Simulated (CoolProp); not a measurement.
Vapour pressure (MPa) of R113: the reference equation beside estimates from Tc = 214.1 °C, pc = 3.392 MPa, ω = 0.253.

Computed with CoolProp (reference Helmholtz-energy equation of state, Marx 1992).

```csv
T (°C),reference,van der Waals,Peng-Robinson
102.85,0.4666,1.099,0.4642
113.15,0.5880,1.248,0.5853
123.45,0.7314,1.409,0.7289
133.75,0.8993,1.582,0.8975
144.05,1.094,1.768,1.094
154.35,1.319,1.968,1.320
164.65,1.576,2.180,1.580
174.95,1.869,2.406,1.876
185.25,2.201,2.646,2.212
195.55,2.578,2.900,2.591
```

Absolute difference from the reference over all 10 rows, mean and median: van der Waals 62.7 and 55.4 %, Peng-Robinson 0.3 and 0.4 %.
